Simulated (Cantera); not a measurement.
Charge: 1 mol B₂O₃, 20 mol H₂, equilibrated at 93.0 mbar.

These are equilibrium values from Cantera (NASA tables, ideal gas, pure condensed phases), not measurements of a reactor. Candidate condensed phases: B, B₂O₃, B₃O₃H₃, H₂O; 23 gas species. Rates play no part.

x: gas mole fraction; n: condensed amount in mol.

```
T (K)   x H₂  x HBO    x HBO₂    x B₂O₃     x H₂O  n B₂O₃(l)
-----  -----  -----  --------  --------  --------  ---------
823     1.00      ?  3.60e-10    <1e-12   1.58e-7      1.000
923    1.000      ?   1.36e-8    <1e-12   8.38e-7      1.000
1023   1.000      ?   2.45e-7  1.06e-10   3.16e-6      1.000
1123   1.000      ?   2.62e-6   6.65e-9   9.70e-6      1.000
1223   1.000      ?   1.98e-5   2.07e-7   2.77e-5      0.999
1323   1.000      ?  0.000117   3.74e-6   7.79e-5      0.996
1423   0.998      ?  0.000549   4.41e-5  0.000202      0.984
1523   0.994      ?   0.00208  0.000371  0.000458      0.942
1623   0.982      ?   0.00659   0.00236  0.000928      0.800
```

Q: What belongs in the gaps?

A: 
- 823, x HBO: 5.44e-10
- 923, x HBO: 2.52e-8
- 1023, x HBO: 5.37e-7
- 1123, x HBO: 6.39e-6
- 1223, x HBO: 4.70e-5
- 1323, x HBO: 0.000235
- 1423, x HBO: 0.000896
- 1523, x HBO: 0.00283
- 1623, x HBO: 0.00770
